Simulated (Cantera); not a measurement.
A Cantera script and its output.

```python
import numpy as np
import cantera as ct

gas = ct.Solution("h2o2.yaml")
gas.TPX = 375, 101325, {'H2': 1, 'O2': 0.909, 'N2': 7.6}
inlet = ct.Reservoir(gas, clone=True)
gas.equilibrate("HP")  # start burning
reactor = ct.IdealGasConstPressureReactor(gas, energy="on", clone=False)
exhaust = ct.Reservoir(gas, clone=True)
tau = [0.023, 0.011, 0.0055, 0.0027, 0.0013, 0.00063, 0.00031, 0.00015, 7.2e-05, 3.5e-05, 1.7e-05, 8.3e-06, 4e-06][0]
for a, b in ((inlet, reactor), (reactor, exhaust)):
    ct.MassFlowController(a, b, mdot=lambda t: reactor.mass / tau)
net = ct.ReactorNet([reactor])
show = ['H2', 'O2', 'O', 'H2O', 'H2O2', 'HO2', 'H']

rows = []
print(f"{'tau/s':>10s}{'T/K':>9s}" + "".join(f"{s:>11s}" for s in show))
for tau in [0.023, 0.011, 0.0055, 0.0027, 0.0013, 0.00063, 0.00031, 0.00015, 7.2e-05, 3.5e-05, 1.7e-05, 8.3e-06, 4e-06]:
    net.initial_time = 0.0
    net.advance(30 * tau)
    before = gas.X
    net.advance(40 * tau)
    drift = np.max(np.abs(gas.X - before) / (gas.X + 1e-9))
    rows.append([gas.T, *gas[show].X, drift])
    print(f"{tau:10.3e}{gas.T:9.1f}" + "".join(f"{x:11.3e}" for x in gas[show].X))
```

Result:

```
     tau/s      T/K         H2         O2          O        H2O       H2O2        HO2          H
 2.300e-02   1198.8  1.057e-03  4.579e-02  1.037e-04  1.097e-01  1.674e-06  1.902e-05  5.381e-05
 1.100e-02   1192.9  1.696e-03  4.605e-02  1.661e-04  1.090e-01  2.190e-06  2.369e-05  1.096e-04
 5.500e-03   1184.0  2.664e-03  4.647e-02  2.500e-04  1.078e-01  2.740e-06  2.828e-05  2.105e-04
 2.700e-03   1168.8  4.346e-03  4.723e-02  3.614e-04  1.059e-01  3.352e-06  3.333e-05  4.004e-04
 1.300e-03   1139.5  7.795e-03  4.887e-02  4.733e-04  1.020e-01  3.948e-06  3.983e-05  7.282e-04
 6.300e-04    375.0  1.052e-01  9.559e-02 -1.690e-30 -5.095e-16 -2.801e-19 -2.790e-19 -1.079e-32
 3.100e-04    375.0  1.052e-01  9.559e-02 -7.872e-34 -3.067e-19 -1.686e-22 -1.679e-22  4.200e-32
 1.500e-04    375.0  1.052e-01  9.559e-02 -4.695e-35 -1.938e-20 -1.065e-23 -1.061e-23  4.194e-32
 7.200e-05    375.0  1.052e-01  9.559e-02 -2.413e-36 -1.224e-21 -6.727e-25 -6.701e-25  4.193e-32
 3.500e-05    375.0  1.052e-01  9.559e-02  9.256e-38 -7.731e-23 -4.249e-26 -4.232e-26  4.140e-32
 1.700e-05    375.0  1.052e-01  9.559e-02  1.226e-37 -4.883e-24 -2.684e-27 -2.671e-27  4.067e-32
 8.300e-06    375.0  1.052e-01  9.559e-02  6.290e-38 -3.085e-25 -1.696e-28 -1.677e-28  3.927e-32
 4.000e-06    375.0  1.052e-01  9.559e-02  2.879e-38 -1.948e-26 -1.071e-29 -1.010e-29  3.662e-32
```

Detailed kinetics in Cantera: the H2/O2 subset of GRI-Mech 3.0, which has no nitrogen chemistry.
